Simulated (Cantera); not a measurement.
An adiabatic, constant-volume homogeneous reactor starts with 13.1 % H₂, 18.3 % O₂, 68.6 % N₂, equivalence ratio 0.36, at 1475 K and 3530 Torr.

Model: GRI-Mech 3.0 (53 species, 325 reactions), integrated in Cantera. The hydrogen kinetics of GRI-Mech 3.0 are dated; newer H2 mechanisms differ, most at raised pressure.

One state of this run: T (K) = 2535; P (bar) = 7.58; x H₂ = 0.000990; x O₂ = 0.121; x NO₂ = 7.12e-7; x N₂O = 2.37e-6; x H₂O₂ = 9.76e-7; x HO₂ = 1.99e-5; x O = 0.00219. x: mole fraction; the columns are a selection and need not sum to one.

Problem. Which value of t (s) does it belong to?
A. 0.0348
B. 0.400
C. 7.79e-5
D. 6.78e-6

Solution. C, 7.79e-5
